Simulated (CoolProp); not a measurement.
Properties of dodecamethylpentasiloxane (MD3M) along the isotherm 620 K (Tc = 628.0 K, pc = 954.0 kPa, ω = 0.730).

The numbers come from the reference Helmholtz-energy equation of state, Thol 2019 in CoolProp.

```
p (kPa)   phase       Z  cp (kJ/(kg K))  cv (kJ/(kg K))  Joule-Thomson coefficient (K/MPa)
-------  ------  ------  --------------  --------------  ---------------------------------
159         gas  0.9328           2.123           2.090                                [?]
318         gas     [?]           2.153             [?]                              13.75
477         gas  0.7739           2.203           2.115                              16.46
636         gas  0.6716           2.307           2.134                              21.44
795         gas  0.5238           2.743           2.167                              36.31
954      liquid  0.1658           2.826           2.168                              6.027
1110     liquid  0.1844           2.639           2.159                              3.741
1270     liquid  0.2048           2.559           2.152                              2.751
1430     liquid  0.2257           2.513           2.148                              2.187
1590     liquid  0.2465           2.482           2.145                              1.814
1750     liquid  0.2674           2.459           2.142                              1.547
1910     liquid  0.2882           2.442           2.140                              1.344
2070     liquid  0.3088           2.428             [?]                              1.183
2230     liquid  0.3294           2.416           2.136                              1.053
2380     liquid  0.3485             [?]           2.134                             0.9508
```

**Question.** Some entries are withheld; supply them.

**Answer.** 
- 159, Joule-Thomson coefficient (K/MPa): 12.00
- 318, Z: 0.8585
- 318, cv (kJ/(kg K)): 2.101
- 2070, cv (kJ/(kg K)): 2.138
- 2380, cp (kJ/(kg K)): 2.407
